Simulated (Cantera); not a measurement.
Cantera run, input and output.

```python
import numpy as np
import cantera as ct

gas = ct.Solution("gri30.yaml")
gas.TPX = 1098, 200000, {'CH4': 1, 'C2H6': 0.042, 'C3H8': 0.89, 'O2': 9.04, 'N2': 23, 'H2O': 13}
reactor = ct.IdealGasReactor(gas, energy="on", clone=False)
net = ct.ReactorNet([reactor])
net.rtol, net.atol = 1e-08, 1e-16
show = ['CH4', 'C2H6', 'C3H8', 'CH2CO', 'NO']
times = np.geomspace(2e-06, 2, 16)

steps = ct.SolutionArray(gas, extra=["t"])
rows = []
print(f"{'t/s':>10s}{'T/K':>9s}{'P/Pa':>11s}" + "".join(f"{s:>11s}" for s in show))
for t in times:
    while net.time < t:
        t_next = net.step()
        steps.append(gas.state, t=t_next)
    rows.append([np.interp(t, steps.t, y) for y in (steps.T, steps.P, *steps(*show).X.T)])
    print(f"{t:10.3e}{rows[-1][0]:9.1f}{rows[-1][1]:11.4g}" + "".join(f"{x:11.3e}" for x in rows[-1][2:]))
rate = np.gradient(steps.T, steps.t)
print("integrator steps:", len(steps.t))
if steps.T.max() > steps.T[0] + 200:
    print(f"time of steepest temperature rise: {steps.t[rate.argmax()]:.4e} s")
gas.TPX = 1098, 200000, {'CH4': 1, 'C2H6': 0.042, 'C3H8': 0.89, 'O2': 9.04, 'N2': 23, 'H2O': 13}
gas.equilibrate("UV")
print(f"equilibrium (UV): T = {gas.T:.1f} K  " + "  ".join(f"{s} {gas[s].X[0]:.3e}" for s in show))
```

Output:

```
       t/s      T/K       P/Pa        CH4       C2H6       C3H8      CH2CO         NO
 2.000e-06   1098.0      2e+05  2.129e-02  8.941e-04  1.895e-02  9.642e-19  1.749e-23
 5.024e-06   1098.0      2e+05  2.129e-02  8.941e-04  1.895e-02  4.835e-17  1.282e-22
 1.262e-05   1098.0      2e+05  2.129e-02  8.941e-04  1.895e-02  1.123e-15  5.205e-22
 3.170e-05   1098.0      2e+05  2.129e-02  8.941e-04  1.895e-02  1.982e-14  1.764e-21
 7.962e-05   1098.0      2e+05  2.129e-02  8.941e-04  1.895e-02  3.591e-13  6.606e-21
 2.000e-04   1098.0      2e+05  2.129e-02  8.941e-04  1.895e-02  7.935e-12  3.510e-20
 5.024e-04   1098.0      2e+05  2.129e-02  8.941e-04  1.894e-02  2.519e-10  3.667e-19
 1.262e-03   1098.0      2e+05  2.130e-02  8.966e-04  1.890e-02  8.014e-09  4.604e-18
 3.170e-03   1098.1  2.001e+05  2.134e-02  9.079e-04  1.879e-02  1.062e-07  2.207e-17
 7.962e-03   1098.7  2.002e+05  2.143e-02  9.406e-04  1.846e-02  1.008e-06  8.566e-17
 2.000e-02   1103.0  2.013e+05  2.168e-02  1.072e-03  1.705e-02  1.435e-05  7.680e-16
 5.024e-02   2525.0   4.74e+05  1.371e-16  1.451e-31  3.773e-46  4.392e-19  8.827e-03
 1.262e-01   2524.9   4.74e+05  1.371e-16  1.450e-31  3.771e-46  4.389e-19  8.874e-03
 3.170e-01   2524.9   4.74e+05  1.371e-16  1.450e-31  3.771e-46  4.389e-19  8.874e-03
 7.962e-01   2524.9   4.74e+05  1.371e-16  1.450e-31  3.771e-46  4.389e-19  8.874e-03
 2.000e+00   2524.9   4.74e+05  1.371e-16  1.450e-31  3.771e-46  4.389e-19  8.874e-03
integrator steps: 2368
time of steepest temperature rise: 2.8895e-02 s
equilibrium (UV): T = 2524.9 K  CH4 1.835e-16  C2H6 2.183e-31  C3H8 5.815e-46  CH2CO 5.314e-19  NO 8.874e-03
```

Detailed kinetics in Cantera: GRI-Mech 3.0 (53 species, 325 reactions). GRI-Mech 3.0 was tuned for natural gas; its chemistry of propane as a main component is partial and can be far from experiment.
